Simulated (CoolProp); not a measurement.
Vapour-liquid equilibrium of R22 (1) + n-hexane (2) at 321.1 K; x and y are mole fractions of (1).

The numbers come from the multi-fluid Helmholtz-energy mixture model, Kamei 1995 and Thol 2019; pair parameters Bell 2016 in CoolProp.

Question: Give the bubble pressure and the first vapour's composition at x = 0.05, 0.35, 0.65. Is there an azeotrope?

Answer: x = 0.05: 0.1633 MPa, y = 0.694; x = 0.35: 0.7691 MPa, y = 0.940; x = 0.65: 1.227 MPa, y = 0.970. No azeotrope shows between x = 0.05 and 0.95.

Pair parameters are fitted to limited data, so mixtures are less certain than the pure fluids. The gap from Raoult's law changes sign with composition, which may be real or a fault of the pair parameters; it wasn't checked against measurements.
